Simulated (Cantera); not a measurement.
Input: 1 mol MgO, 0.038 mol H2, held at 17.0 Pa.

These are equilibrium values from Cantera (NASA tables, ideal gas, pure condensed phases), not measurements of a reactor. Candidate condensed phases: H2O, Mg, MgO, Mg(OH)2; 15 gas species. Equilibrium is a limit: real reactors are often held back by kinetics, nucleation or transport.

Problem. What share of the Mg ends up in condensed phases as a function of T (°C), at 1250, 1450, 1650, 1850, 2050, 2250, 2450, 2650?

Solution. 
| T (°C) | Mg condensed (%) | as |
|---|---|---|
| 1250 | 100.0 | MgO(s) |
| 1450 | 99.9 | MgO(s) |
| 1650 | 99.4 | MgO(s) |
| 1850 | 97.8 | MgO(s) |
| 2050 | 0.0 | - |
| 2250 | 0.0 | - |
| 2450 | 0.0 | - |
| 2650 | 0.0 | - |
